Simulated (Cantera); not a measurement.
# Calcination and drying: Ca(OH)₂ + CO₂

A closed system holds: 1 mol Ca(OH)₂, 3 mol CO₂, held at 15.0 Pa.

Equilibrium computed with Cantera from the NASA thermochemical tables; the gas is ideal and each condensed phase is pure. Candidate condensed phases: C, C₆H₆, C₇H₈, C₈H₁₈, Ca, CaCO₃, CaO, Ca(OH)₂, H₂O; 115 gas species. Rates play no part.

At 427 °C the condensed part is CaCO₃(calcite). From 502 °C to 1177 °C the condensed part is CaO(s).

| T (°C) | x CO₂ | x H₂O | x CO | x O₂ | n CaCO₃(calcite) | n CaO(s) |
|---|---|---|---|---|---|---|
| 427 | 0.667 | 0.333 | 9.33e-11 | 2.65e-10 | 1.00 | 0 |
| 502 | 0.750 | 0.250 | 3.00e-9 | 4.01e-9 | 0 | 1.00 |
| 577 | 0.750 | 0.250 | 4.39e-8 | 4.40e-8 | 0 | 1.00 |
| 652 | 0.750 | 0.250 | 4.07e-7 | 3.38e-7 | 0 | 1.00 |
| 727 | 0.750 | 0.250 | 2.67e-6 | 1.95e-6 | 0 | 1.00 |
| 802 | 0.750 | 0.250 | 1.33e-5 | 8.94e-6 | 0 | 1.00 |
| 877 | 0.750 | 0.250 | 5.38e-5 | 3.38e-5 | 0 | 1.00 |
| 952 | 0.750 | 0.250 | 0.000182 | 0.000109 | 0 | 1.00 |
| 1027 | 0.749 | 0.250 | 0.000532 | 0.000309 | 0 | 1.00 |
| 1102 | 0.748 | 0.250 | 0.00138 | 0.000782 | 0 | 1.00 |
| 1177 | 0.745 | 0.249 | 0.00324 | 0.00179 | 0 | 1.00 |
x: gas mole fraction; n: condensed amount in mol.
